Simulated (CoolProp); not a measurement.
Computed with CoolProp (reference Helmholtz-energy equation of state, Thol 2015).

Task: For octamethylcyclotetrasiloxane (D4), give the phase and the cp (kJ/(kg K)), speed of sound (m/s) at 340.05 °C and 0.163 bar; 92.05 °C and 77.2 bar.

Result: 
- 340.05 °C and 0.163 bar: gas; cp 2.03, speed of sound 132
- 92.05 °C and 77.2 bar: liquid; cp 1.79, speed of sound 772
